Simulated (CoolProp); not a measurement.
A single-stage vapour-compression cycle with R1336mzz(Z): evaporating at 281.15 K (dew point), condensing at 344.15 K (bubble point), superheat 10 K, subcooling 5 K, compressor efficiency 0.85, no pressure losses. Each further row changes one setting.

The numbers come from the reference Helmholtz-energy equation of state, McLinden 2020 in CoolProp.

| case | cooling COP | pressure ratio | discharge temperature (K) | refrigerating effect (kJ/kg) | volumetric capacity (kJ/m³) |
|---|---|---|---|---|---|
| as stated | 2.86 | 9.36 | 344.1 | 112 | 279 |
| evaporating temperature 286.15 K | 3.26 | 7.50 | 344.1 | ___ | ___ |
| condensing temperature 339.15 K | 3.23 | 8.12 | 339.7 | 118 | 295 |
| subcooling 10 K | 3.03 | 9.36 | 344.1 | 118 | 295 |
| superheat 20 K | ___ | 9.36 | 353.4 | ___ | 290 |
| compressor efficiency 0.75 | 2.52 | 9.36 | ___ | 112 | 279 |

Problem. Fill in the missing entries.

Solution. 
- evaporating temperature 286.15 K, refrigerating effect (kJ/kg): 116
- evaporating temperature 286.15 K, volumetric capacity (kJ/m³): 356
- superheat 20 K, cooling COP: 2.95
- superheat 20 K, refrigerating effect (kJ/kg): 120
- compressor efficiency 0.75, discharge temperature (K): 348.5

The compression ends wet for: as stated; evaporating temperature 286.15 K; subcooling 10 K.
